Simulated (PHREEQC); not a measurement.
A column of 0.5 m (40 cells, dispersivity 0.04 m, 60 s a shift, diffusion coefficient 3e-10 m²/s) holds 0.0063 eq of the database's cation exchanger X per kg of pore water, first in equilibrium with 9.5 mmol/kgw ZnCl2 and 0.01 mmol/kgw HCl. It is flushed with 0.006 mol ZnSO4, 0.00088 mol NaCl and 1e-05 mol HCl per kg of water, at 40 °C. Values are for the last cell. CO2 from the air is kept out. Nothing may precipitate in this run.

Computed with PHREEQC (ion-association model, phreeqc.dat).

```tsv
pore volumes	S in solution (mol/kgw)	Na in solution (mol/kgw)	Cl in solution (mol/kgw)
0	0	0	0.0190
0.1125	0	0	0.0190
0.3125	7.64e-6	8.70e-7	0.0190
0.4125	8.52e-5	1.03e-5	0.0188
0.6125	0.000816	0.000106	0.0165
0.7125	0.00146	0.000193	0.0146
0.9125	0.00288	0.000392	0.0103
1.012	0.00353	0.000486	0.00836
1.113	0.00408	0.000567	0.00669
1.312	0.00489	0.000692	0.00423
1.413	0.00518	0.000737	0.00338
1.613	0.00555	0.000799	0.00224
1.712	0.00567	0.000820	0.00187
1.913	0.00583	0.000847	0.00141
2.013	0.00588	0.000856	0.00126
2.112	0.00591	0.000862	0.00116
2.312	0.00595	0.000870	0.00103
2.413	0.00597	0.000873	0.000988
2.612	0.00598	0.000876	0.000940
2.712	0.00599	0.000877	0.000925
2.913	0.00599	0.000879	0.000908
3.013	0.00600	0.000879	0.000903
```

Constants without temperature data keep their 25 °C values here.
